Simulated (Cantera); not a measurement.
Mixture: CH₄ : O₂ : N₂ = 1 : 2 : 7.52 (molar parts), equivalence ratio 1.0, at 5.40 bar, adiabatic and at constant pressure. Ignition delay is the time to a rise of 400 K.

Detailed kinetics in Cantera: GRI-Mech 3.0 (53 species, 325 reactions).

Task: Predict: delay at 1000 K; delay at 1150 K; delay at 1300 K; delay at 1450 K; apparent activation energy between 1375 and 1525 K.

Result: delay at 1000 K: 0.166 s
delay at 1150 K: 17.8 ms
delay at 1300 K: 2.71 ms
delay at 1450 K: 0.522 ms
apparent activation energy between 1375 and 1525 K: 180 kJ/mol
